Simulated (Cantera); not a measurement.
Input: 1 mol C2H2, 0.32 mol H2O, held at 1075 K and 1100 Pa.

Equilibrium computed with Cantera from the NASA thermochemical tables; the gas is ideal and each condensed phase is pure. Candidate condensed phases: C, C6H6, C7H8, C8H18, H2O; 110 gas species. The numbers say what is thermodynamically allowed, not how fast it happens.

Base state: H2 0.804, CO 0.195, CH4 0.000321, H2O 0.000218, CO2 5.68e-5 (mole fractions); condensed: C(graphite).

Q: What changes in the equilibrium state with this change: H2O from 0.32 to 0.05 mol?

A: 
```csv
species,before,after
H2,0.804,0.954
CO,0.195,0.0454
CH4,0.000321,0.000452
H2O,0.000218,6.02e-5
CO2,5.68e-5,3.08e-6
"C(graphite), mol",1.68,1.95
```
